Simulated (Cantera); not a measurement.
Cantera run:

```python
import numpy as np
import cantera as ct

gas_names = """
    CL CL2 H HCL H2 N NH NH2 NH3 N2 N2H2 N2H4 Si SiCL SiCL2 SiCL3 SiCL4 SiH SiHCL3 SiH2 SiH2CL2 SiH3
    SiH3CL SiH4 SiN Si2 Si2N Si3
""".split()
cond_names = """
    NH4CL(a) NH4CL(b) Si(cr) Si(L) Si3N4(a)
""".split()


# ... load() reads the species with a 1 bar reference pressure and builds the phases ...
atoms = {
    'SiHCl3': {'Si': 1, 'H': 1, 'CL': 3},
    'Cl2': {'CL': 2},
    'N2': {'N': 2},
}
top_T = {'Si3N4(a)': 2400}  # K; cautious upper limits of use, not melting points


# ... equilibrate(T, P, feed) seeds the gas with the atoms and calls Mixture.equilibrate('TP', solver="vcs", rtol=1e-11, max_steps=5000) ...
results = []
feed = {'SiHCl3': 1, 'Cl2': 0.02, 'N2': 200}  # mol
T = 1323  # K
for P in [100, 460, 2100, 9600, 44000, 200000]:
    mix = equilibrate(T, P, feed)
    results.append((T, P, feed, dict(zip(mix.species_names, mix.species_moles))))
    x = sorted(zip(gas.X, gas.species_names), reverse=True)
    print(f"T = {T:g} K  P = {P:g} Pa  gas = {mix.phase_moles(0):.4g} mol")
    print("   x: " + "  ".join(f"{s} {v:.3e}" for v, s in x if v > 0.001))
    print("   condensed (mol): " + ("  ".join(f"{mix.phase(i).name} {mix.phase_moles(i):.4g}"
          for i in range(1, mix.n_phases) if mix.phase_moles(i) > 1e-12) or "none"))
```

It prints:

```
T = 1323 K  P = 100 Pa  gas = 201.9 mol
   x: N2 9.905e-01  HCL 4.669e-03  SiCL2 3.958e-03
   condensed (mol): Si3N4(a) 0.01809
T = 1323 K  P = 460 Pa  gas = 201.6 mol
   x: N2 9.913e-01  HCL 4.762e-03  SiCL2 2.138e-03  SiCL4 1.031e-03
   condensed (mol): Si3N4(a) 0.07763
T = 1323 K  P = 2100 Pa  gas = 201.4 mol
   x: N2 9.920e-01  HCL 4.771e-03  SiCL4 1.797e-03
   condensed (mol): Si3N4(a) 0.1248
T = 1323 K  P = 9600 Pa  gas = 201.2 mol
   x: N2 9.923e-01  HCL 4.745e-03  SiCL4 2.224e-03
   condensed (mol): Si3N4(a) 0.1459
T = 1323 K  P = 44000 Pa  gas = 201.2 mol
   x: N2 9.925e-01  HCL 4.699e-03  SiCL4 2.428e-03
   condensed (mol): Si3N4(a) 0.1533
T = 1323 K  P = 200000 Pa  gas = 201.2 mol
   x: N2 9.925e-01  HCL 4.638e-03  SiCL4 2.530e-03
   condensed (mol): Si3N4(a) 0.1553
```

These are equilibrium values from Cantera (NASA tables, ideal gas, pure condensed phases), not measurements of a reactor. N2 is the only nitrogen source here; it is nearly inert below about 1500 K, so the nitride shown seldom forms there in practice. The tables' values for SiCl3 are old estimates; treat these amounts as uncertain.
